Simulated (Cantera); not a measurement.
Mixture: CH4 : O2 : N2 = 1 : 1.33 : 5.01 (molar parts), equivalence ratio 1.5, at 2.90 bar, adiabatic and at constant volume. Ignition delay is the time to a rise of 400 K.

Cantera simulation using GRI-Mech 3.0 (53 species, 325 reactions); the numbers are that mechanism's predictions, not measurements.

Task: What does this change do: O2 1.33 to 0.74 parts?

Result: 
| quantity | before | after |
|---|---|---|
| delay at 1200 K | 20.4 ms | 49.0 ms |
| delay at 1350 K | 3.05 ms | 7.35 ms |
| delay at 1500 K | 0.577 ms | 1.30 ms |
| delay at 1650 K | 0.138 ms | 0.279 ms |
| delay at 1800 K | 43.3 µs | 78.7 µs |
| apparent activation energy between 1650 and 1800 K | 190 kJ/mol | 210 kJ/mol |

Task: What does this change do: 0.1 parts H2 added?

Result: 
| quantity | before | after |
|---|---|---|
| delay at 1200 K | 20.4 ms | 7.11 ms |
| delay at 1350 K | 3.05 ms | 1.56 ms |
| delay at 1500 K | 0.577 ms | 0.367 ms |
| delay at 1650 K | 0.138 ms | 0.103 ms |
| delay at 1800 K | 43.3 µs | 36.1 µs |
| apparent activation energy between 1650 and 1800 K | 190 kJ/mol | 170 kJ/mol |

Task: What does this change do: 0.53 parts H2 added?

Result: 
```
quantity                                                before       after
--------------------------------------------------  ----------  ----------
delay at 1200 K                                        20.4 ms     1.09 ms
delay at 1350 K                                        3.05 ms    0.339 ms
delay at 1500 K                                       0.577 ms    0.116 ms
delay at 1650 K                                       0.138 ms     45.8 µs
delay at 1800 K                                        43.3 µs     20.6 µs
apparent activation energy between 1650 and 1800 K  190 kJ/mol  130 kJ/mol
```
